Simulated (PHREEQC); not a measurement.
Consider water at 25 °C with 5.8 mmol/kgw KHCO3. Closed to the air; pH follows from the charge balance.

Computed with PHREEQC (ion-association model, wateq4f.dat).

No solid was allowed to form.

**Question.** Estimate the pH.

**Answer.** pH 8.26.

**Question.** In which forms is C present?

**Answer.** HCO3- 98 %, CO2 1.1 %, CO3-2 1.1 % of the C.

Complexes and solids missing from the database can't appear.
